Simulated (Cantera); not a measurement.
Input (Python, Cantera) and output of one run.

```python
import numpy as np
import cantera as ct

gas_names = """
    AL ALCL ALCL2 ALCL3 ALH ALN AL2 AL2CL6 CL CL2 H HCL H2 N NH NH2 NH3 N2 N2H2 N2H4
""".split()
cond_names = """
    AL(cr) AL(L) ALCL3(s) ALCL3(L) ALN(s) NH4CL(a) NH4CL(b)
""".split()


def load(file, names, dense=False):
    # The tables refer to 1 bar. Condensed volumes are neglected.
    table = {s.name: s for s in ct.Species.list_from_file(file)}
    out = []
    for n in names:
        d = dict(table[n].input_data)
        d["thermo"] = dict(d["thermo"], **{"reference-pressure": 1e5})
        if dense:
            d["equation-of-state"] = {"model": "constant-volume", "density": "1e6 g/cm^3"}
        out.append(ct.Species.from_dict(d))
    return out


gas = ct.Solution(thermo="ideal-gas", species=load("nasa_gas.yaml", gas_names))
cond = {s.name: ct.Solution(thermo="fixed-stoichiometry", species=[s], name=s.name)
        for s in load("nasa_condensed.yaml", cond_names, dense=True)}
atoms = {
    'AlCl3': {'AL': 1, 'CL': 3},
    'N2': {'N': 2},
    'H2': {'H': 2},
}
top_T = {'ALN(s)': 2750}  # K; cautious upper limits of use, not melting points


def equilibrate(T, P, feed):
    n = {}
    for name, mol in feed.items():
        for a, k in atoms[name].items():
            n[a] = n.get(a, 0.0) + k * mol
    gas.TPX = T, P, n
    mass = sum(n.values()) * gas.mean_molecular_weight
    gas.equilibrate("TP")
    valid = [c for c in cond.values() if c.min_temp <= T <= top_T.get(c.name, c.max_temp)]
    mix = ct.Mixture([(gas, mass / gas.mean_molecular_weight)] + [(c, 0.0) for c in valid])
    mix.T, mix.P = T, P
    mix.equilibrate("TP", solver="vcs", rtol=1e-11, max_steps=5000)
    return mix


results = []
T = 1900  # K
P = 5500  # Pa
for m in [13, 21, 33, 55, 89, 140, 240, 380, 620]:
    feed = {'AlCl3': 1, 'N2': 21, 'H2': m}  # mol
    mix = equilibrate(T, P, feed)
    results.append((T, P, feed, dict(zip(mix.species_names, mix.species_moles))))

top = {s: max(r[3][s] / sum(r[3][g] for g in gas_names) for r in results) for s in gas_names}
cols = sorted((s for s in top if top[s] > 1e-06), key=lambda s: -top[s])[:9]
seen = [c for c in cond_names if any(r[3].get(c, 0) > 1e-12 for r in results)]
print("log10 of partial pressures in bar; condensed amounts in mol")
print(f"{'n(H2)':>10s}" + "".join(f"{s[:9]:>10s}" for s in cols + seen))
for T, P, feed, n in results:
    ng = sum(n[g] for g in gas_names)
    print(f"{feed['H2']:10.4g}" + "".join(f"{np.log10(max(n[s] / ng * P / 1e5, 1e-99)):10.3f}" for s in cols)
          + "".join(f"{n.get(c, 0):10.4g}" for c in seen))
```

Output:

```
log10 of partial pressures in bar; condensed amounts in mol
     n(H2)        H2        N2       HCL      ALCL         H     ALCL2     ALCL3        CL        AL
        13    -1.734    -1.493    -2.558    -2.885    -3.967    -3.768    -4.269    -4.913    -6.110
        21    -1.602    -1.581    -2.631    -2.951    -3.901    -3.974    -4.615    -5.053    -6.037
        33    -1.503    -1.686    -2.727    -3.042    -3.852    -4.210    -4.995    -5.198    -5.982
        55    -1.420    -1.830    -2.864    -3.174    -3.811    -4.520    -5.484    -5.376    -5.937
        89    -1.366    -1.987    -3.016    -3.324    -3.783    -4.850    -5.994    -5.556    -5.907
       140    -1.330    -2.150    -3.176    -3.483    -3.766    -5.187    -6.509    -5.734    -5.888
       240    -1.303    -2.358    -3.382    -3.689    -3.752    -5.612    -7.152    -5.953    -5.874
       380    -1.288    -2.543    -3.565    -3.874    -3.744    -5.988    -7.719    -6.144    -5.868
       620    -1.278    -2.746    -3.766    -4.078    -3.739    -6.398    -8.336    -6.350    -5.867
```

Equilibrium computed with Cantera from the NASA thermochemical tables; the gas is ideal and each condensed phase is pure. The tables' values for AlCl2 are old estimates; treat these amounts as uncertain.
